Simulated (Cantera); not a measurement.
A freely propagating, adiabatic, planar premixed flame of H2 : O2 : N2 = 1 : 0.5 : 1.88 (molar parts), equivalence ratio 1.0, unburnt at 525 K and 158 Torr; mixture-averaged transport, grid criteria slope 0.08 and curve 0.16, no radiation.

Computed with Cantera and the H2/O2 subset of GRI-Mech 3.0, which has no nitrogen chemistry. Burning velocities carry a grid error of a few per cent, more on coarse grids.

### Question
What does this change do: H2 1 to 0.79 parts?

### Answer
| quantity | before | after |
|---|---|---|
| laminar burning velocity | 503 cm/s | 429 cm/s |
| thermal thickness | 3.44 mm | 3.36 mm |
| peak x(O) | 0.0148 | 0.0161 |
| peak x(H2O2) | 4.89e-6 | 5.71e-6 |
| peak x(HO2) | 0.000102 | 0.000105 |

### Question
What does this change do: N2 1.88 to 2.4 parts?

### Answer
```
quantity                    before     after
------------------------  --------  --------
laminar burning velocity  503 cm/s  408 cm/s
thermal thickness          3.44 mm   3.78 mm
peak x(O)                   0.0148    0.0111
peak x(H2O2)               4.89e-6   4.63e-6
peak x(HO2)               0.000102   8.84e-5
```

### Question
What does this change do: 0.11 parts H2O added?

### Answer
```tsv
quantity	before	after
laminar burning velocity	503 cm/s	490 cm/s
thermal thickness	3.44 mm	3.38 mm
peak x(O)	0.0148	0.0133
peak x(H2O2)	4.89e-6	6.12e-6
peak x(HO2)	0.000102	0.000119
```
